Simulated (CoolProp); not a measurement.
Propyne along the isotherm 4.85 °C: density (kg/m³) from the reference equation and from simpler models built on Tc = 129.6 °C, pc = 5658 kPa, ω = 0.204; each cubic takes its own stable root.

Computed with CoolProp (reference Helmholtz-energy equation of state, Polt 1992). This equation is an older, rougher fit; its heat capacities, sound speeds and derivatives of the liquid may be far off and weren't checked against measurements.

| p (kPa) | phase | reference |
|---|---|---|
| 8.95 | gas | 0.1554 |
| 15.1 | gas | 0.2625 |
| 25.5 | gas | 0.4443 |
| 43 | gas | 0.7521 |
| 72.6 | gas | 1.278 |
| 122 | gas | 2.172 |
| 207 | gas | 3.761 |
| 349 | liquid | 644.0 |
| 589 | liquid | 644.3 |
| 993 | liquid | 644.8 |
| 1680 | liquid | 645.6 |
| 2830 | liquid | 646.9 |

Question: How far does each simpler model (van der Waals, Peng-Robinson) lie from the reference over these 12 states: mean and median of the absolute difference, and the worst?

Answer: 
- van der Waals: mean 31.4 %, median 1.6 %, worst -99.0 % at 4.85 °C and 349 kPa
- Peng-Robinson: mean 1.2 %, median 0.4 %, worst +2.7 % at 4.85 °C and 2830 kPa

At some of these states van der Waals gives the other phase, because its saturation line lies elsewhere.
